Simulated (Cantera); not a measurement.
A perfectly stirred reactor is fed with 21.9 % H2, 30.0 % O2, 48.0 % N2, at 0.320 bar; it is held at 973 K, and followed from long to short residence time.

Detailed kinetics in Cantera: GRI-Mech 3.0 (53 species, 325 reactions). The temperature is held fixed by assumption; the heat of reaction is taken as removed at once.

**Question.** Predict: x(H2) at τ = 18.0 s; x(O2) at τ = 18.0 s; x(OH) at τ = 18.0 s; x(HO2) at τ = 18.0 s; x(H2O) at τ = 18.0 s; x(H2) at τ = 61.0 ms; x(O2) at τ = 61.0 ms; x(OH) at τ = 61.0 ms; x(HO2) at τ = 61.0 ms; x(H2O) at τ = 61.0 ms.

**Answer.** 
| Item | Value |
|---|---|
| x(H2) at τ = 18.0 s | 0.00207 |
| x(O2) at τ = 18.0 s | 0.215 |
| x(OH) at τ = 18.0 s | 1.33e-6 |
| x(HO2) at τ = 18.0 s | 2.16e-5 |
| x(H2O) at τ = 18.0 s | 0.244 |
| x(H2) at τ = 61.0 ms | 0.0222 |
| x(O2) at τ = 61.0 ms | 0.223 |
| x(OH) at τ = 61.0 ms | 3.26e-5 |
| x(HO2) at τ = 61.0 ms | 0.000107 |
| x(H2O) at τ = 61.0 ms | 0.221 |
